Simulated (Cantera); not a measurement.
A Cantera script and what it prints.

```python
import numpy as np
import cantera as ct

gas_names = """
    AL ALCL ALCL2 ALCL3 ALN ALO ALOCL ALO2 AL2 AL2CL6 AL2O AL2O2 CL CLO CL2 N NO NO2 NO3 N2 N2O O O2 O3
""".split()
cond_names = """
    AL(cr) AL(L) ALCL3(s) ALCL3(L) ALN(s) AL2O3(a) AL2O3(L)
""".split()


# ... load() reads the species with a 1 bar reference pressure and builds the phases ...
atoms = {
    'AlCl3': {'AL': 1, 'CL': 3},
    'O2': {'O': 2},
    'N2': {'N': 2},
}
top_T = {'ALN(s)': 2750}  # K; cautious upper limits of use, not melting points


# ... equilibrate(T, P, feed) seeds the gas with the atoms and calls Mixture.equilibrate('TP', solver="vcs", rtol=1e-11, max_steps=5000) ...
results = []
T = 1223.15  # K
P = 13332.2  # Pa
for m in [0.29, 0.38, 0.5, 0.66, 0.87, 1.2, 1.5, 2, 2.7, 3.5, 4.6, 6.1]:
    feed = {'AlCl3': 1, 'O2': m, 'N2': 1.4}  # mol
    mix = equilibrate(T, P, feed)
    results.append((T, P, feed, dict(zip(mix.species_names, mix.species_moles))))

top = {s: max(r[3][s] / sum(r[3][g] for g in gas_names) for r in results) for s in gas_names}
cols = sorted((s for s in top if top[s] > 1e-05), key=lambda s: -top[s])[:7]
seen = [c for c in cond_names if any(r[3].get(c, 0) > 1e-12 for r in results)]
print("log10 of partial pressures in bar; condensed amounts in mol")
print(f"{'n(O2)':>10s}" + "".join(f"{s[:9]:>10s}" for s in cols + seen))
for T, P, feed, n in results:
    ng = sum(n[g] for g in gas_names)
    print(f"{feed['O2']:10.4g}" + "".join(f"{np.log10(max(n[s] / ng * P / 1e5, 1e-99)):10.3f}" for s in cols)
          + "".join(f"{n.get(c, 0):10.4g}" for c in seen))
```

Result:

```
log10 of partial pressures in bar; condensed amounts in mol
     n(O2)        O2        N2       CL2     ALCL3        CL        NO       CLO  AL2O3(a)
      0.29    -8.152    -1.144    -1.535    -1.503    -2.990    -7.891    -8.490    0.1933
      0.38    -7.796    -1.155    -1.427    -1.608    -2.936    -7.718    -8.258    0.2533
       0.5    -7.338    -1.168    -1.320    -1.791    -2.882    -7.496    -7.976    0.3333
      0.66    -6.516    -1.185    -1.216    -2.252    -2.830    -7.093    -7.512      0.44
      0.87    -2.279    -1.212    -1.187    -5.386    -2.816    -4.988    -5.379       0.5
       1.2    -1.750    -1.256    -1.232    -5.851    -2.838    -4.746    -5.137       0.5
       1.5    -1.565    -1.294    -1.269    -6.045    -2.857    -4.672    -5.064       0.5
         2    -1.399    -1.349    -1.325    -6.254    -2.885    -4.617    -5.008       0.5
       2.7    -1.273    -1.417    -1.393    -6.450    -2.919    -4.588    -4.980       0.5
       3.5    -1.190    -1.483    -1.460    -6.613    -2.952    -4.579    -4.971       0.5
       4.6    -1.121    -1.560    -1.538    -6.781    -2.991    -4.583    -4.976       0.5
       6.1    -1.065    -1.647    -1.625    -6.955    -3.035    -4.599    -4.992       0.5
```

These are equilibrium values from Cantera (NASA tables, ideal gas, pure condensed phases), not measurements of a reactor.
